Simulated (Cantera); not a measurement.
Feed: 1 mol TEOS, 7.3 mol NO, 0.12 mol H₂O, held at 948.15 K.

Cantera equilibrium calculation (NASA polynomials, part measured and part estimated; ideal gas, pure solids and liquids). Candidate condensed phases: C, C₆H₆, C₇H₈, C₈H₁₈, H₂O, Si, SiC, SiO₂, Si₂N₂O, Si₃N₄; 151 gas species. The feed counts by its element totals alone. The numbers say what is thermodynamically allowed, not how fast it happens.

**Question.** Which condensed phases are stable at each of these points (P (Pa)): 5, 21, 85, 350, 1400, 5900, 24000, 100000?

**Answer.** 
| P (Pa) | condensed phases | Si condensed (%) |
|---|---|---|
| 5 | SiO₂(β-quartz) | 100.0 |
| 21 | SiO₂(β-quartz) | 100.0 |
| 85 | SiO₂(β-quartz) | 100.0 |
| 350 | SiO₂(β-quartz) | 100.0 |
| 1400 | SiO₂(β-quartz) | 100.0 |
| 5900 | SiO₂(β-quartz) | 100.0 |
| 24000 | C(graphite) + SiO₂(β-quartz) | 100.0 |
| 100000 | C(graphite) + SiO₂(β-quartz) | 100.0 |

From 0.0375 Torr to 44.3 Torr the condensed part is SiO₂(β-quartz). From 180 Torr to 750 Torr the condensed part is C(graphite) + SiO₂(β-quartz).
